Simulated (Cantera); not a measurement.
A Cantera script and what it prints.

```python
import numpy as np
import cantera as ct

gas_names = """
    H HO2 H2 H2O H2O2 O OH O2 O3 Si SiH SiH2 SiH3 SiH4 SiO SiO2 Si2 Si3
""".split()
cond_names = """
    H2O(s) H2O(L) Si(cr) Si(L) SiO2(Lqz) SiO2(hqz) SiO2(L)
""".split()


# ... load() reads the species with a 1 bar reference pressure and builds the phases ...
atoms = {
    'SiH4': {'Si': 1, 'H': 4},
    'H2O': {'H': 2, 'O': 1},
    'H2': {'H': 2},
}
top_T = {}  # K; cautious upper limits of use, not melting points


# ... equilibrate(T, P, feed) seeds the gas with the atoms and calls Mixture.equilibrate('TP', solver="vcs", rtol=1e-11, max_steps=5000) ...
results = []
feed = {'SiH4': 1, 'H2O': 0.21, 'H2': 0.53}  # mol
P = 133.322  # Pa
for T in [673, 773, 873, 973, 1073, 1173, 1273, 1373, 1473, 1573, 1673, 1773]:
    mix = equilibrate(T, P, feed)
    results.append((T, P, feed, dict(zip(mix.species_names, mix.species_moles))))

top = {s: max(r[3][s] / sum(r[3][g] for g in gas_names) for r in results) for s in gas_names}
cols = sorted((s for s in top if top[s] > 1e-05), key=lambda s: -top[s])[:9]
seen = [c for c in cond_names if any(r[3].get(c, 0) > 1e-12 for r in results)]
print("log10 of partial pressures in bar; condensed amounts in mol")
print(f"{'T/K':>10s}" + "".join(f"{s[:9]:>10s}" for s in cols + seen))
for T, P, feed, n in results:
    ng = sum(n[g] for g in gas_names)
    print(f"{T:10.4g}" + "".join(f"{np.log10(max(n[s] / ng * P / 1e5, 1e-99)):10.3f}" for s in cols)
          + "".join(f"{n.get(c, 0):10.4g}" for c in seen))
```

Output:

```
log10 of partial pressures in bar; condensed amounts in mol
       T/K        H2       SiO         H        Si       SiH      SiH2    Si(cr)     Si(L) SiO2(Lqz) SiO2(hqz)
       673    -2.875   -18.162   -15.695   -27.140   -24.810   -19.038     0.895         0     0.105         0
       773    -2.875   -14.635   -13.480   -22.630   -21.059   -16.610     0.895         0     0.105         0
       873    -2.875   -11.928   -11.767   -19.157   -18.173   -14.739     0.895         0         0     0.105
       973    -2.875    -9.787   -10.404   -16.400   -15.885   -13.253     0.895         0         0     0.105
      1073    -2.875    -8.051    -9.291   -14.161   -14.027   -12.045     0.895         0         0     0.105
      1173    -2.875    -6.616    -8.366   -12.305   -12.490   -11.042    0.8948         0         0    0.1048
      1273    -2.876    -5.411    -7.585   -10.744   -11.197   -10.199     0.891         0         0     0.101
      1373    -2.889    -4.386    -6.922    -9.411   -10.101    -9.490    0.8514         0         0   0.06138
      1473    -2.907    -4.023    -6.352    -8.262    -9.160    -8.886      0.79         0         0         0
      1573    -2.908    -4.023    -5.845    -7.260    -8.332    -8.343    0.7899         0         0         0
      1673    -2.909    -4.023    -5.398    -6.379    -7.605    -7.867     0.789         0         0         0
      1773    -2.911    -4.025    -5.002    -5.672    -7.036    -7.519         0    0.7849         0         0
```

Equilibrium computed with Cantera from the NASA thermochemical tables; the gas is ideal and each condensed phase is pure. Mutual solubility and eutectic melting of coexisting phases are not modelled. The tables hold silica as quartz up to 1696 K and as liquid above; real silica turns to tridymite and cristobalite and melts near 1996 K. Gases not in the tables: Si2H6 and higher silanes.
